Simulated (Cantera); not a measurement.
Feed: 1 mol CF4, 0.41 mol H2, equilibrated at 24.0 mbar.

Cantera equilibrium calculation (NASA polynomials, part measured and part estimated; ideal gas, pure solids and liquids). Candidate condensed phases: C, C6H6, C7H8, C8H18; 95 gas species. Condensed phases not in the tables: fluorocarbon polymer. Gases not in the tables: C2F6 and larger saturated fluorocarbons. The numbers say what is thermodynamically allowed, not how fast it happens. All values below are at 800 K.

Base state: HF 0.508, CF4 0.492 (mole fractions); condensed: C(graphite).

Problem. What changes in the equilibrium state with this change: 0.012 mol Cl2 added?

Solution. 
| species | before | after |
|---|---|---|
| CF4 | 0.492 | 0.494 |
| HF | 0.508 | 0.491 |
| HCl | 0 | 0.0147 |
| CClF3 | 0 | 7.71e-5 |
| C(graphite), mol | 0.205 | 0.199 |
